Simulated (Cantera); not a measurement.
A Cantera script and its output.

```python
import numpy as np
import cantera as ct

gas = ct.Solution("gri30.yaml")
gas.TPX = 1275, 13332, {'N2O': 1}
reactor = ct.IdealGasConstPressureReactor(gas, energy="off", clone=False)
net = ct.ReactorNet([reactor])
net.rtol, net.atol = 1e-08, 1e-18
show = ['N2O', 'O2', 'NO', 'N2', 'NO2', 'O']
times = np.geomspace(3e-05, 5, 11)

steps = ct.SolutionArray(gas, extra=["t"])
rows = []
print(f"{'t/s':>10s}{'T/K':>9s}{'P/Pa':>11s}" + "".join(f"{s:>11s}" for s in show))
for t in times:
    while net.time < t:
        t_next = net.step()
        steps.append(gas.state, t=t_next)
    rows.append([np.interp(t, steps.t, y) for y in (steps.T, steps.P, *steps(*show).X.T)])
    print(f"{t:10.3e}{rows[-1][0]:9.1f}{rows[-1][1]:11.4g}" + "".join(f"{x:11.3e}" for x in rows[-1][2:]))
rate = np.gradient(steps.T, steps.t)
print("integrator steps:", len(steps.t))
if steps.T.max() > steps.T[0] + 200:
    print(f"time of steepest temperature rise: {steps.t[rate.argmax()]:.4e} s")
gas.TPX = 1275, 13332, {'N2O': 1}
gas.equilibrate("TP")
print(f"equilibrium (TP): T = {gas.T:.1f} K  " + "  ".join(f"{s} {gas[s].X[0]:.3e}" for s in show))
```

Result:

```
       t/s      T/K       P/Pa        N2O         O2         NO         N2        NO2          O
 3.000e-05   1275.0  1.333e+04  1.000e+00  1.324e-06  4.208e-07  5.989e-06  7.907e-14  3.130e-06
 9.984e-05   1275.0  1.333e+04  1.000e+00  8.978e-06  2.853e-06  2.450e-05  3.633e-12  5.119e-06
 3.323e-04   1275.0  1.333e+04  9.999e-01  3.989e-05  1.268e-05  9.155e-05  7.154e-11  5.431e-06
 1.106e-03   1275.0  1.333e+04  9.995e-01  1.436e-04  4.564e-05  3.155e-04  9.208e-10  5.431e-06
 3.680e-03   1275.0  1.333e+04  9.983e-01  4.885e-04  1.552e-04  1.060e-03  1.040e-08  5.431e-06
 1.225e-02   1275.0  1.333e+04  9.943e-01  1.632e-03  5.186e-04  3.529e-03  1.074e-07  5.430e-06
 4.076e-02   1275.0  1.333e+04  9.812e-01  5.394e-03  1.713e-03  1.165e-02  9.270e-07  5.428e-06
 1.356e-01   1275.0  1.333e+04  9.393e-01  1.745e-02  5.536e-03  3.767e-02  5.440e-06  5.418e-06
 4.514e-01   1275.0  1.333e+04  8.160e-01  5.294e-02  1.676e-02  1.143e-01  2.050e-05  5.380e-06
 1.502e+00   1275.0  1.333e+04  5.309e-01  1.351e-01  4.248e-02  2.915e-01  5.687e-05  5.230e-06
 5.000e+00   1275.0  1.333e+04  1.616e-01  2.422e-01  7.435e-02  5.218e-01  1.072e-04  4.443e-06
integrator steps: 716
equilibrium (TP): T = 1275.0 K  N2O 8.804e-09  O2 3.331e-01  NO 3.905e-04  N2 6.665e-01  NO2 2.155e-06  O 1.777e-07
```

Model: GRI-Mech 3.0 (53 species, 325 reactions), integrated in Cantera. GRI-Mech 3.0 was tuned for natural gas; its chemistry of N2O as a main component is partial and can be far from experiment. The mechanism lacks the step 2 NO + O2 → 2 NO2, which can matter for NO2 below about 1400 K. The temperature is held fixed by assumption; the heat of reaction is taken as removed at once.
